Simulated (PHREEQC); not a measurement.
Consider water at 25 °C with 0.35 mol CuCl2, 0.22 mol HCl and 0.00081 mol FeCl3 per kg of water. Closed to the air; pH follows from the charge balance.

Computed with PHREEQC (ion-association model, phreeqc.dat).

No solid was allowed to form.

Problem. Order these Cl species by the share of Cl that they hold, largest first: CuCl+, CuCl2, Cl-.

Solution. Cl- (86 %), CuCl+ (11 %), CuCl2 (2.7 %)

Problem. Order these Cu species by the share of Cu that they hold, largest first: CuCl2, CuCl+, Cu+2.

Solution. Cu+2 (67 %), CuCl+ (29 %), CuCl2 (3.6 %)

The pH is 0.79 and the ionic strength 1.03 mol/kgw. The ionic strength is past about 0.7 mol/kgw, beyond the range of this activity model, so the values are rough. Species that the database lacks are ignored.
